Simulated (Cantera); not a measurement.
A closed system holds: 1 mol Ta2O5, 1900 mol H2, equilibrated at 1.33 mbar.

Method: chemical equilibrium by Gibbs-energy minimisation in Cantera with the NASA 1993 tables (ideal gas, pure condensed phases). Candidate condensed phases: H2O, Ta, Ta2O5; 12 gas species. Mutual solubility and eutectic melting of coexisting phases are not modelled. Condensed phases not in the tables: N, O or C dissolved in the metal. Rates play no part.

Over these rows the condensed part is Ta(s) + Ta2O5(s). Partial pressures as log10 of bar:

| T (K) | 1000/T (1/K) | log p H2O | log p H2 |
|---|---|---|---|
| 1223 | 0.8177 | -8.10 | -2.88 |
| 1323 | 0.7559 | -7.61 | -2.88 |
| 1423 | 0.7027 | -7.19 | -2.88 |
| 1523 | 0.6566 | ? | -2.88 |
| 1623 | 0.6161 | -6.51 | -2.88 |
| 1723 | 0.5804 | -6.23 | -2.88 |

**Question.** Fit log p(H2O) = a + b·(1000/T) to the five rows, give the apparent enthalpy, and predict the row at 1523 K.

**Answer.** Means: 1000/T = 0.6946, log p = -7.128. Sxy = -0.300767, Sxx = 0.0381808, so b = -7.88 and a = -7.128 − (-7.88)×0.6946 = -1.65.
Apparent enthalpy: −19.145 × (-7.88) = 151 kJ/mol. With the condensed phases at unit activity, 1/5 Ta2O5(s) + H2(g) = H2O(g) + 2/5 Ta(s) links this pressure to the main gases: over the six rows their terms move log p by +0.00 in all, so the slope is close to that reaction's ΔH°. The five rows lie within 0.01 of the line.
Prediction at 1523 K: -1.65 + (-7.88)×0.6566 = -6.82. The computed value is -6.82, 0.00 from the line.
